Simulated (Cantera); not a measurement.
An isothermal, constant-pressure homogeneous reactor starts with N₂O : O₂ = 1 : 0.58 (molar parts), at 1150 K and 1.50 bar. Integrator tolerance rtol = 1e-08.

Computed with Cantera and GRI-Mech 3.0 (53 species, 325 reactions). GRI-Mech 3.0 was tuned for natural gas; its chemistry of N2O as a main component is partial and can be far from experiment. The mechanism lacks the step 2 NO + O2 → 2 NO2, which can matter for NO2 below about 1400 K. The temperature is held fixed by assumption; the heat of reaction is taken as removed at once.

**Question.** What does this change do: temperature 1150 to 1048 K?

**Answer.** 
```
quantity                                          before                                     after
---------------  ---------------------------------------  ----------------------------------------
x(N₂O) at 100 s  1.99e-7 (gas-phase equilibrium 1.12e-8)    0.0593 (gas-phase equilibrium 4.80e-9)
x(O₂) at 100 s       0.506 (gas-phase equilibrium 0.519)       0.497 (gas-phase equilibrium 0.519)
x(NO) at 100 s   0.0256 (gas-phase equilibrium 0.000162)    0.0152 (gas-phase equilibrium 6.39e-5)
x(NO₂) at 100 s  0.00105 (gas-phase equilibrium 6.76e-6)  0.000372 (gas-phase equilibrium 4.80e-6)
x(O) at 100 s    4.86e-9 (gas-phase equilibrium 4.92e-9)  1.51e-8 (gas-phase equilibrium 3.75e-10)
```
